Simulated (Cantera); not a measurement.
An isothermal, constant-pressure homogeneous reactor starts with CH4 : N2 = 1.6 : 7.5 (molar parts), at 1825 K and 0.336 atm.

Model: GRI-Mech 3.0 (53 species, 325 reactions), integrated in Cantera. GRI-Mech 3.0 stops at C3 and has no aromatics, soot or wall deposition, so with more carbon than oxygen in the feed, carbon stays in small species such as C2H2 where larger ones or solid carbon would form.

x: mole fraction; the columns are a selection and need not sum to one.

```tsv
t (s)	x CH4	x C2H2	x H	x HCN	x H2
3.00e-6	0.176	<1e-12	1.74e-6	<1e-12	1.14e-5
1.20e-5	0.176	7.17e-11	1.75e-6	<1e-12	___
4.79e-5	0.175	2.80e-8	1.99e-6	3.93e-12	0.000216
0.000192	0.173	9.13e-6	5.54e-6	1.66e-10	0.00138
0.000766	___	___	___	___	___
0.00306	0.0769	0.0380	0.000168	4.52e-7	0.122
0.0122	0.0262	0.0629	0.000267	1.76e-6	0.190
0.0490	0.00625	0.0719	0.000334	4.02e-6	0.216
0.196	0.00146	0.0740	0.000356	6.51e-6	0.222
0.783	0.000530	0.0744	0.000359	9.53e-6	0.223
3.13	0.000470	0.0744	0.000360	1.83e-5	0.223
12.5	0.000469	0.0744	0.000360	6.03e-5	0.223
50.0	0.000469	0.0743	0.000360	0.000241	0.223
```

### Question
What belongs in the gaps?

### Answer

- 1.20e-5, x H2: 5.08e-5
- 0.000766, x CH4: 0.150
- 0.000766, x C2H2: 0.00249
- 0.000766, x H: 5.13e-5
- 0.000766, x HCN: 2.31e-8
- 0.000766, x H2: 0.0234
